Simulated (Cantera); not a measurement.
A perfectly stirred reactor is fed with C₂H₄ : H₂ = 1 : 1 (molar parts), at 100.0 Torr; it is held at 1425 K, and followed from long to short residence time.

Detailed kinetics in Cantera: GRI-Mech 3.0 (53 species, 325 reactions). GRI-Mech 3.0 was tuned for natural gas; its chemistry of ethylene as a main component is partial and can be far from experiment. GRI-Mech 3.0 stops at C3 and has no aromatics, soot or wall deposition, so with more carbon than oxygen in the feed, carbon stays in small species such as C2H2 where larger ones or solid carbon would form.

Q: What does this change do: temperature 1425 to 1650 K?

A: 
```tsv
quantity	before	after
x(C₂H₄) at τ = 0.820 s	0.0455	0.00333
x(H₂) at τ = 0.820 s	0.644	0.663
x(CH₄) at τ = 0.820 s	0.00881	0.00346
x(CH₂) at τ = 0.820 s	2.35e-10	5.64e-9
x(CH₃) at τ = 0.820 s	5.96e-6	1.92e-5
x(C₂H₄) at τ = 29.0 ms	0.351	0.0791
x(H₂) at τ = 29.0 ms	0.548	0.640
x(CH₄) at τ = 29.0 ms	0.00140	0.000754
x(CH₂) at τ = 29.0 ms	6.31e-10	4.07e-9
x(CH₃) at τ = 29.0 ms	1.50e-6	1.44e-6
```

Q: What does this change do: pressure from 100.0 Torr to 41.3 Torr?

A: 
| quantity | before | after |
|---|---|---|
| x(C₂H₄) at τ = 0.820 s | 0.0455 | 0.0802 |
| x(H₂) at τ = 0.820 s | 0.644 | 0.638 |
| x(CH₄) at τ = 0.820 s | 0.00881 | 0.00237 |
| x(CH₂) at τ = 0.820 s | 2.35e-10 | 1.50e-10 |
| x(CH₃) at τ = 0.820 s | 5.96e-6 | 1.29e-6 |
| x(C₂H₄) at τ = 29.0 ms | 0.351 | 0.449 |
| x(H₂) at τ = 29.0 ms | 0.548 | 0.517 |
| x(CH₄) at τ = 29.0 ms | 0.00140 | 0.000143 |
| x(CH₂) at τ = 29.0 ms | 6.31e-10 | 3.97e-10 |
| x(CH₃) at τ = 29.0 ms | 1.50e-6 | 2.30e-7 |
